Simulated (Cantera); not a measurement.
An isothermal, constant-pressure homogeneous reactor starts with 5.00 % CH4, 95.0 % N2, at 1350 K and 5.33 Torr.

Cantera simulation using GRI-Mech 3.0 (53 species, 325 reactions); the numbers are that mechanism's predictions, not measurements. GRI-Mech 3.0 stops at C3 and has no aromatics, soot or wall deposition, so with more carbon than oxygen in the feed, carbon stays in small species such as C2H2 where larger ones or solid carbon would form. Radical loss at walls, strong at low pressure, is not modelled.

x: mole fraction; the columns are a selection and need not sum to one.

```
t (s)      x CH4      x H2     x C2H     x CH3     x HCN
--------  ------  --------  --------  --------  --------
3.00e-5   0.0500  7.81e-12    <1e-12  1.33e-10    <1e-12
8.05e-5   0.0500  5.23e-11    <1e-12  3.88e-10    <1e-12
0.000216  0.0500  3.16e-10    <1e-12   1.22e-9    <1e-12
0.000579  0.0500   1.53e-9    <1e-12   3.95e-9    <1e-12
0.00155   0.0500   5.52e-9    <1e-12   1.20e-8    <1e-12
0.00417   0.0500   1.64e-8    <1e-12   3.38e-8    <1e-12
0.0112    0.0500   4.57e-8    <1e-12   9.24e-8    <1e-12
0.0300    0.0500         ?    <1e-12         ?    <1e-12
0.0805    0.0500   3.35e-7    <1e-12   6.71e-7    <1e-12
0.216     0.0500   9.08e-7    <1e-12   1.80e-6    <1e-12
0.579     0.0500   2.57e-6    <1e-12   4.74e-6    <1e-12
1.55      0.0500   9.18e-6    <1e-12   1.20e-5    <1e-12
4.17      0.0499   5.92e-5    <1e-12   2.73e-5    <1e-12
11.2      0.0494  0.000561  3.17e-12   5.15e-5  2.00e-12
30.0      0.0470         ?  4.06e-11         ?  5.36e-11
```

Task: Complete the blanks.

Result: 
- 0.0300, x H2: 1.24e-7
- 0.0300, x CH3: 2.49e-7
- 30.0, x H2: 0.00370
- 30.0, x CH3: 5.87e-5
